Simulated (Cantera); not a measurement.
Feed: 1 mol CH3Cl, 9.5 mol H2, at 7.50 Pa.

Equilibrium computed with Cantera from the NASA thermochemical tables; the gas is ideal and each condensed phase is pure. Candidate condensed phases: C, C6H6, C7H8, C8H18; 91 gas species. The numbers say what is thermodynamically allowed, not how fast it happens. All values below are at 1223 K.

Base state: H2 0.913, HCl 0.0870, H 3.32e-5 (mole fractions); condensed: C(graphite).

What changes in the equilibrium state with this change: pressure from 7.50 Pa to 0.133 bar?


```tsv
species	before	after
H2	0.913	0.911
HCl	0.0870	0.0871
CH4	8.33e-7	0.00148
H	3.32e-5	7.86e-7
C(graphite), mol	1.000	0.983
```
